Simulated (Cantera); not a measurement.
**Equilibrium for chlorosilane synthesis and conversion: SiCl4 + HCl + H2 + Cl2**

Feed: 1 mol SiCl4, 0.62 mol HCl, 4.4 mol H2, 2.5 mol Cl2, equilibrated at 0.100 bar.

Method: chemical equilibrium by Gibbs-energy minimisation in Cantera with the NASA 1993 tables (ideal gas, pure condensed phases). Candidate condensed phases: Si; 19 gas species. The tables' values for SiCl3 are old estimates; treat these amounts as uncertain. Equilibrium is a limit: real reactors are often held back by kinetics, nucleation or transport.

| T (K) | x HCl | x H2 | x SiCl4 | x SiCl3 | x SiHCl3 | x SiCl2 | x SiH2Cl2 | x Cl |
|---|---|---|---|---|---|---|---|---|
| 625 | 0.660 | 0.223 | 0.117 | 9.65e-11 | 1.92e-6 | <1e-12 | 1.70e-12 | <1e-12 |
| 725 | 0.660 | 0.223 | 0.117 | 1.07e-8 | 1.22e-5 | <1e-12 | 8.89e-11 | <1e-12 |
| 825 | 0.660 | 0.223 | 0.117 | 3.71e-7 | 4.90e-5 | 1.03e-10 | 1.73e-9 | 3.57e-11 |
| 925 | 0.660 | 0.223 | 0.117 | 5.90e-6 | 0.000144 | 1.18e-8 | 1.73e-8 | 1.11e-9 |
| 1025 | 0.660 | 0.223 | 0.117 | 5.41e-5 | 0.000339 | 5.22e-7 | 1.09e-7 | 1.78e-8 |
| 1125 | 0.661 | 0.222 | 0.116 | 0.000330 | 0.000679 | 1.15e-5 | 4.87e-7 | 1.75e-7 |
| 1225 | 0.662 | 0.221 | 0.114 | 0.00147 | 0.00119 | 0.000149 | 1.65e-6 | 1.20e-6 |
x: gas mole fraction; nothing condenses.

From 625 K to 1225 K nothing is condensed. The main Si-bearing gas is SiCl4 throughout.
